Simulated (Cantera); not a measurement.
Input: 1 mol HMDSO, 6.9 mol NO, 5.2 mol N2, held at 13.3 mbar.

Cantera equilibrium calculation (NASA polynomials, part measured and part estimated; ideal gas, pure solids and liquids). Candidate condensed phases: C, C6H6, C7H8, C8H18, H2O, Si, SiC, SiO2, Si2N2O, Si3N4; 151 gas species. The feed counts by its element totals alone. Mutual solubility and eutectic melting of coexisting phases are not modelled. The tables hold silica as quartz up to 1696 K and as liquid above; real silica turns to tridymite and cristobalite and melts near 1996 K. The numbers say what is thermodynamically allowed, not how fast it happens. All values below are at 1250 K.

Base state: H2 0.392, N2 0.346, CO 0.261, HCN 3.64e-5, H2O 2.64e-5, CH4 1.76e-5, CO2 1.13e-5 (mole fractions); condensed: SiO2(β-quartz) + Si2N2O(s).

What changes in the equilibrium state with this change: HMDSO replaced by SiH2Cl2?


```json
[
 {"species": "N2", "before": "0.346", "after": "0.662"},
 {"species": "O2", "before": "<1e-9", "after": "0.182"},
 {"species": "HCl", "before": "0", "after": "0.133"},
 {"species": "H2", "before": "0.392", "after": "6.98e-9"},
 {"species": "CO", "before": "0.261", "after": "0"},
 {"species": "Cl2", "before": "0", "after": "0.00712"},
 {"species": "Cl", "before": "0", "after": "0.00570"},
 {"species": "NO", "before": "<1e-9", "after": "0.000241"},
 {"species": "HCN", "before": "3.64e-5", "after": "0"},
 {"species": "SiO2(β-quartz), mol", "before": "0.600", "after": "1.00"},
 {"species": "Si2N2O(s), mol", "before": "0.700", "after": "0"}
]
```
Further candidate phases: NH4Cl.

What changes in the equilibrium state with this change: pressure from 13.3 mbar to 0.140 bar?


| species | before | after |
|---|---|---|
| H2 | 0.392 | 0.417 |
| N2 | 0.346 | 0.402 |
| CO | 0.261 | 0.181 |
| CH4 | 1.76e-5 | 0.000268 |
| H2O | 2.64e-5 | 0.000159 |
| CO2 | 1.13e-5 | 4.40e-5 |
| HCN | 3.64e-5 | 5.19e-5 |
| SiO2(β-quartz), mol | 0.600 | 2.00 |
| Si2N2O(s), mol | 0.700 | 0 |
| C(graphite), mol | 0 | 2.10 |
